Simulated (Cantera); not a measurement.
**N2O furnace oxynitridation**

An isothermal, constant-pressure homogeneous reactor starts with N2O : H2 : N2 = 1 : 0.0058 : 8 (molar parts), at 1550 K and 1.00 bar.

Detailed kinetics in Cantera: GRI-Mech 3.0 (53 species, 325 reactions). GRI-Mech 3.0 was tuned for natural gas; its chemistry of N2O as a main component is partial and can be far from experiment. The temperature is held fixed by assumption; the heat of reaction is taken as removed at once.

| t (s) | x N2O | x H2 | x H2O2 | x NO2 | x NO |
|---|---|---|---|---|---|
| 7.00e-6 | 0.111 | 0.000643 | 1.33e-12 | 3.80e-11 | 3.21e-6 |
| 2.24e-5 | 0.111 | 0.000632 | 1.63e-10 | 2.72e-9 | 2.54e-5 |
| 7.16e-5 | 0.110 | 0.000546 | 4.81e-9 | 1.63e-7 | 0.000140 |
| 0.000229 | 0.108 | 0.000241 | 1.02e-8 | 2.98e-6 | 0.000530 |
| 0.000732 | 0.103 | 2.62e-5 | 3.40e-9 | 1.50e-5 | 0.00175 |
| 0.00234 | 0.0872 | 4.02e-7 | 1.64e-9 | 3.69e-5 | 0.00530 |
| 0.00748 | 0.0532 | 2.62e-7 | 1.43e-9 | 7.32e-5 | 0.0128 |
| 0.0239 | 0.0139 | 1.98e-7 | 8.46e-10 | 0.000103 | 0.0202 |
| 0.0765 | 0.000641 | 3.48e-8 | 1.28e-10 | 8.06e-5 | 0.0216 |
| 0.245 | 3.59e-7 | 1.09e-8 | 3.41e-11 | 4.44e-5 | 0.0216 |
| 0.782 | 2.12e-7 | 1.09e-8 | 3.41e-11 | 4.43e-5 | 0.0216 |
| 2.50 | 2.11e-7 | 1.09e-8 | 3.41e-11 | 4.43e-5 | 0.0216 |
| 8.00 | 2.09e-7 | 1.09e-8 | 3.41e-11 | 4.40e-5 | 0.0215 |
x: mole fraction; the columns are a selection and need not sum to one.

Equilibrium at this temperature and pressure: N2O 5.62e-8, H2 9.70e-9, H2O2 3.80e-11, NO2 1.94e-6, NO 0.000849 (gas phase only).
